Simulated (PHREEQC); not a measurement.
Consider water at 25 °C and 100 atm with 0.26 mol/kgw HF. Closed to the air; pH follows from the charge balance.

Computed with PHREEQC (ion-association model, phreeqc.dat).

Precipitation was switched off in this run.

Order these F species by the share of F that they hold, largest first: F-, HF, HF2-.

HF (89 %), HF2- (7.0 %), F- (4.1 %)

The pH is 1.75 and the ionic strength 0.0198 mol/kgw. Species that the database lacks are ignored. Under pressure, the constants of complexes without a molar volume in the database are unreliable.
